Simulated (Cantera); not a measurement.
Charge: 1 mol SiHCl3, 6.7 mol NH3, 5.7 mol N2, at 10.0 mbar.

Cantera equilibrium calculation (NASA polynomials, part measured and part estimated; ideal gas, pure solids and liquids). Candidate condensed phases: NH4Cl, Si, Si3N4; 28 gas species. The tables' values for SiCl, SiCl3, SiN are old estimates; treat these amounts as uncertain. Gases not in the tables: Si2H6 and higher silanes. The numbers say what is thermodynamically allowed, not how fast it happens. All values below are at 1602 °C.

Base state: H2 0.459, N2 0.427, HCl 0.0738, SiCl2 0.0332, H 0.00444, Si 0.000906, SiCl 0.000557, Cl 0.000541 (mole fractions); condensed: Si(l).

Task: What changes in the equilibrium state with this change: NH3 from 6.7 to 0.25 mol?

Result: 
```tsv
species	before	after
N2	0.427	0.710
SiCl2	0.0332	0.119
HCl	0.0738	0.117
H2	0.459	0.0472
SiCl4	7.51e-7	6.61e-5
SiH2	2.28e-5	3.42e-7
Si2N	3.15e-5	8.63e-7
Si(l), mol	0.260	0
```
The tables' values for SiCl3, SiCl are old estimates; treat these amounts as uncertain.
